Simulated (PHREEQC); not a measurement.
1.6 g of hydrous ferric oxide (600 m²/g; 0.2 weak and 0.005 strong sites per Fe, Dzombak-Morel constants, diffuse double layer) in 1 kg of water with 0.001 mol/kgw of an inert sodium salt, at 25 °C; the pH is set by adding NaOH or the inert anion's acid. Oxygen is held at 0.21 atm. CO2 from the air is kept out. Precipitation was switched off in this run.

Base run: PHREEQC, ion-association model, wateq4f.dat. Each further column changes one thing. The table gives surface charge σ (C/m²).

| pH | base | background salt from 0.001 to 0.0001 mol/kgw | oxide from 1.6 to 8 g/kgw | 0.0049 mol/kgw CaCl2 added |
|---|---|---|---|---|
| 4 | 0.135 | 0.101 | 0.188 | 0.242 |
| 4.5 | 0.088 | 0.055 | 0.123 | 0.183 |
| 5.5 | 0.033 | 0.014 | 0.042 | 0.090 |
| 6 | 0.020 | 0.007 | 0.023 | 0.059 |
| 7 | 0.006 | 0.002 | 0.006 | 0.023 |
| 7.5 | 0.003 | 0.001 | 0.003 | 0.012 |
| 8.5 | -0.002 | -0.001 | -0.002 | 0.005 |
| 9 | -0.004 | -0.002 | -0.005 | 0.004 |
| 10 | -0.016 | -0.008 | -0.018 | 0.003 |
| 10.5 | -0.030 | -0.019 | -0.035 | 0.003 |
| 11.5 | -0.111 | -0.104 | -0.127 | 0.003 |
| 12 | -0.204 | -0.200 | -0.219 | 0.003 |
